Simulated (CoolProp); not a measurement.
R236EA along the isobar 6 MPa: fugacity coefficient from the reference equation and from simpler models built on Tc = 139.3 °C, pc = 3.414 MPa, ω = 0.368; each cubic takes its own stable root.

Model: reference Helmholtz-energy equation of state, Rui 2013, in CoolProp.

```csv
T (°C),phase,reference,van der Waals,Redlich-Kwong,Peng-Robinson
12.95,liquid,[?],0.1383,0.05664,0.02697
22.95,liquid,0.03831,[?],0.07357,0.03816
33.05,liquid,0.05280,0.1826,0.09356,[?]
43.05,liquid,0.07055,0.2066,0.1162,0.07026
53.15,liquid,0.09222,0.2320,0.1419,[?]
63.15,liquid,0.1176,0.2583,[?],0.1172
73.25,liquid,0.1472,0.2857,0.2010,0.1468
83.25,liquid,0.1805,0.3136,0.2339,[?]
93.35,liquid,[?],0.3424,0.2690,0.2173
103.35,liquid,0.2586,[?],0.3054,0.2576
113.45,liquid,0.3030,0.4010,0.3433,0.3013
123.55,liquid,0.3499,0.4307,0.3821,0.3472
133.55,liquid,0.3983,0.4600,0.4206,0.3940
```

Question: Fill in the missing entries.

Answer: 
- 12.95, reference: 0.02704
- 22.95, van der Waals: 0.1596
- 33.05, Peng-Robinson: 0.05257
- 53.15, Peng-Robinson: 0.09187
- 63.15, Redlich-Kwong: 0.1701
- 83.25, Peng-Robinson: 0.1800
- 93.35, reference: 0.2180
- 103.35, van der Waals: 0.3714
